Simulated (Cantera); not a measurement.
Cantera run, input and output.

```python
import numpy as np
import cantera as ct

gas = ct.Solution("gri30.yaml")
gas.TPX = 1900, 220000, {'CH4': 1, 'CO2': 3.7, 'H2': 0.064}
inlet = ct.Reservoir(gas, clone=True)

reactor = ct.IdealGasConstPressureReactor(gas, energy="off", clone=False)
exhaust = ct.Reservoir(gas, clone=True)
tau = [2.3, 0.9, 0.35, 0.14, 0.055, 0.021, 0.0084, 0.0033, 0.0013, 0.00051][0]
for a, b in ((inlet, reactor), (reactor, exhaust)):
    ct.MassFlowController(a, b, mdot=lambda t: reactor.mass / tau)
net = ct.ReactorNet([reactor])
show = ['CH4', 'CO2', 'H2', 'C2H4', 'O', 'H2O']

rows = []
print(f"{'tau/s':>10s}{'T/K':>9s}" + "".join(f"{s:>11s}" for s in show))
for tau in [2.3, 0.9, 0.35, 0.14, 0.055, 0.021, 0.0084, 0.0033, 0.0013, 0.00051]:
    net.initial_time = 0.0
    net.advance(30 * tau)
    before = gas.X
    net.advance(40 * tau)
    drift = np.max(np.abs(gas.X - before) / (gas.X + 1e-9))
    rows.append([gas.T, *gas[show].X, drift])
    print(f"{tau:10.3e}{gas.T:9.1f}" + "".join(f"{x:11.3e}" for x in gas[show].X))
```

Result:

```
     tau/s      T/K        CH4        CO2         H2       C2H4          O        H2O
 2.300e+00   1900.0  4.626e-04  2.058e-01  1.100e-01  2.353e-07  2.686e-08  1.943e-01
 9.000e-01   1900.0  1.090e-03  2.074e-01  1.091e-01  1.300e-06  2.653e-08  1.943e-01
 3.500e-01   1900.0  2.362e-03  2.116e-01  1.069e-01  6.119e-06  2.577e-08  1.944e-01
 1.400e-01   1900.0  4.505e-03  2.213e-01  1.021e-01  2.242e-05  2.349e-08  1.952e-01
 5.500e-02   1900.0  7.832e-03  2.428e-01  9.304e-02  6.821e-05  1.911e-08  1.971e-01
 2.100e-02   1900.0  1.281e-02  2.838e-01  7.983e-02  1.809e-04  1.427e-08  1.985e-01
 8.400e-03   1900.0  2.028e-02  3.439e-01  6.808e-02  4.289e-04  1.082e-08  1.937e-01
 3.300e-03   1900.0  3.430e-02  4.263e-01  6.367e-02  1.018e-03  8.364e-09  1.727e-01
 1.300e-03   1900.0  6.047e-02  5.263e-01  7.045e-02  2.220e-03  6.484e-09  1.272e-01
 5.100e-04   1900.0  9.911e-02  6.289e-01  7.675e-02  4.130e-03  4.926e-09  6.870e-02
```

Computed with Cantera and GRI-Mech 3.0 (53 species, 325 reactions).
